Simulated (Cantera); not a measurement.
# Thermodynamics of chlorosilane synthesis and conversion, feed Si + Cl₂ + H₂

Feed: 1 mol Si, 0.6 mol Cl₂, 1.6 mol H₂, at 802 °C and 0.100 bar.

Equilibrium computed with Cantera from the NASA thermochemical tables; the gas is ideal and each condensed phase is pure. Candidate condensed phases: Si; 19 gas species. The tables' values for SiCl₃ are old estimates; treat these amounts as uncertain. The numbers say what is thermodynamically allowed, not how fast it happens.

The x(H₂) is 0.804 and the x(SiCl₄) comes out as 0.118. The x(HCl) comes out as 0.0363, the x(SiHCl₃) is 0.0325 and the x(SiCl₃) is 0.00489. The x(SiCl₂) is 0.00320 and the x(SiH₂Cl₂) is 0.00105. The x(SiH₃Cl) comes out as 8.85e-6. The n(Si(s)) is 0.695 mol and the gas amount is 1.906 mol.
